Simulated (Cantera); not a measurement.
A Cantera script and its output.

```python
import numpy as np
import cantera as ct

gas = ct.Solution("h2o2.yaml")
gas.TPX = 600, 11000, {'H2': 1, 'O2': 0.312, 'N2': 1.17}
flame = ct.FreeFlame(gas, width=0.19)
flame.set_refine_criteria(ratio=3, slope=0.08, curve=0.16)
flame.transport_model = "mixture-averaged"
flame.solve(loglevel=0, auto=True)
z, T = flame.grid, flame.T
thick = (T[-1] - T[0]) / np.gradient(T, z).max()
show = ['H2', 'O2', 'H2O', 'H', 'HO2', 'OH']
print(f"laminar burning velocity  {flame.velocity[0] * 100:.3f} cm/s")
print(f"burnt temperature         {T[-1]:.1f} K")
print(f"thermal thickness         {thick * 1e3:.4f} mm")
print(f"grid points               {len(z)}")
z0 = z[flame.heat_release_rate.argmax()]
print(f"{'z/mm':>9s}{'T/K':>9s}{'u/(m/s)':>9s}" + "".join(f"{s:>11s}" for s in show))
rows = []
for k in (-3, -2, -1.5, -1, -0.5, -0.25, 0, 0.25, 0.5, 1, 2, 4, 8):
    zz = z0 + k * thick
    rows.append([k * thick, np.interp(zz, z, T), np.interp(zz, z, flame.velocity),
                 *(np.interp(zz, z, flame.X[gas.species_index(s)]) for s in show)])
    print(f"{rows[-1][0] * 1e3:9.3f}{rows[-1][1]:9.1f}{rows[-1][2]:9.3f}" + "".join(f"{x:11.3e}" for x in rows[-1][3:]))
```

Result:

```
laminar burning velocity  668.274 cm/s
burnt temperature         2364.6 K
thermal thickness         7.9226 mm
grid points               133
     z/mm      T/K  u/(m/s)         H2         O2        H2O          H        HO2         OH
  -23.768    600.0    6.683  4.029e-01  1.257e-01 -2.778e-14  1.087e-14  4.015e-13  8.514e-18
  -15.845    600.0    6.683  4.029e-01  1.257e-01  1.088e-12  1.221e-11  4.887e-11  8.681e-15
  -11.884    600.0    6.683  4.029e-01  1.257e-01  7.166e-11  1.343e-09  3.058e-09  8.884e-13
   -7.923    600.0    6.683  4.029e-01  1.257e-01  2.450e-08  3.759e-07  4.436e-07  4.506e-10
   -3.961    608.3    6.768  4.014e-01  1.255e-01  5.518e-04  5.301e-04  3.717e-05  2.345e-05
   -1.981    723.4    7.977  3.781e-01  1.218e-01  1.105e-02  1.228e-02  2.522e-05  2.398e-04
    0.000   1100.9   11.833  2.215e-01  6.898e-02  1.197e-01  9.388e-02  9.736e-06  2.611e-03
    1.981   1352.4   14.374  1.163e-01  1.136e-02  2.294e-01  1.367e-01  1.548e-06  5.320e-03
    3.961   1449.0   15.300  1.141e-01  6.871e-03  2.390e-01  1.297e-01  8.440e-07  6.540e-03
    7.923   1566.1   16.397  1.217e-01  5.820e-03  2.421e-01  1.147e-01  6.240e-07  8.034e-03
   15.845   1702.3   17.641  1.304e-01  4.797e-03  2.461e-01  9.706e-02  4.536e-07  9.494e-03
   31.690   1851.3   18.962  1.388e-01  3.605e-03  2.518e-01  7.830e-02  3.125e-07  1.050e-02
   63.381   1995.8   20.205  1.461e-01  2.465e-03  2.585e-01  6.064e-02  2.147e-07  1.059e-02
```

Model: the H2/O2 subset of GRI-Mech 3.0, which has no nitrogen chemistry, integrated in Cantera. Burning velocities carry a grid error of a few per cent, more on coarse grids.
